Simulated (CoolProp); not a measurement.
Saturated liquid density (kg/m³) of n-dodecane: the reference equation beside estimates from Tc = 385.0 °C, pc = 18.18 bar, ω = 0.574. Rackett uses Z = 0.29056 − 0.08775 ω.

Values from CoolProp's reference Helmholtz-energy equation of state, Lemmon 2004. It is a short technical equation, of lower accuracy than the large ones.

| T (°C) | reference | Rackett | van der Waals | Redlich-Kwong | Soave-Redlich-Kwong | Peng-Robinson |
|---|---|---|---|---|---|---|
| 149.35 | 651.5 | 682.4 | 338.5 | 495.5 | 534.9 | 603.0 |
| 167.65 | 636.6 | 666.0 | 331.2 | 482.8 | 523.7 | 591.0 |
| 185.95 | 621.1 | 649.1 | 323.6 | 469.4 | 511.6 | 577.9 |
| 204.25 | 605.0 | 631.4 | 315.6 | 455.2 | 498.4 | 563.5 |
| 222.55 | 588.1 | 613.0 | 307.1 | 440.0 | 483.9 | 547.7 |
| 240.85 | 570.2 | 593.6 | 298.1 | 423.8 | 467.9 | 530.1 |
| 259.15 | 551.2 | 573.1 | 288.5 | 406.4 | 450.3 | 510.4 |
| 277.45 | 530.6 | 551.2 | 278.0 | 387.6 | 430.5 | 488.3 |
| 295.75 | 507.9 | 527.4 | 266.6 | 367.0 | 408.3 | 463.1 |
| 313.95 | 482.8 | 501.2 | 254.0 | 344.3 | 383.0 | 434.2 |

Absolute difference from the reference over all 10 rows, mean and median: Rackett 4.2 and 4.2 %, van der Waals 47.7 and 47.8 %, Redlich-Kwong 25.8 and 25.4 %, Soave-Redlich-Kwong 18.4 and 17.9 %, Peng-Robinson 7.7 and 7.3 %.
